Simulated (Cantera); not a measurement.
Feed: 1 mol BaF₂, 2 mol O₂, 31 mol H₂, at 2000 K.

Cantera equilibrium calculation (NASA polynomials, part measured and part estimated; ideal gas, pure solids and liquids). Candidate condensed phases: Ba, BaF₂, BaO, Ba(OH)₂, H₂O; 27 gas species. Mutual solubility and eutectic melting of coexisting phases are not modelled. Rates play no part.

Q: Which condensed phases are stable at each of these points (P (Pa)): 0.100, 1.60, 25, 400, 6300, 100000?

A: 
```tsv
P (Pa)	condensed phases	Ba condensed (%)
0.100	gas only	0.0
1.60	gas only	0.0
25	gas only	0.0
400	gas only	0.0
6300	gas only	0.0
100000	BaF₂(l) + BaO(s)	11.6
```

From 0.100 Pa to 63.0 mbar nothing is condensed. At 1.00 bar the condensed part is BaF₂(l) + BaO(s).
